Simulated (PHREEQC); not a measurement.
# Brine: an equilibrium model

Consider water at 25 °C with 3.1 mol/kgw MgCl2 and 2.6 mol/kgw MnCl2. Closed to the air; pH follows from the charge balance.

All values are PHREEQC results (Pitzer model, pitzer.dat), not measurements.

Each row changes one thing in this solution. No solid was allowed to form.

| case | pH | MgOH+ (mol/kgw) | SI of Bischofite (MgCl2:6H2O) | SI of MgCl2_4H2O (MgCl2:4H2O) |
|---|---|---|---|---|
| as made | 3.10 | 6.16e-6 | -0.77 | -2.43 |
| MgCl2 from 3.1 to 2.79 mol/kgw | 3.32 | 5.45e-6 | -1.00 | -2.74 |
| MnCl2 from 2.6 to 0.52 mol/kgw | 4.16 | 2.43e-6 | -1.85 | -3.86 |
| MnCl2 from 2.6 to 0.26 mol/kgw | 4.30 | 2.18e-6 | -2.02 | -4.07 |

Species that the database lacks are ignored. In brines, pH and single-ion activities rest on the MacInnes convention.
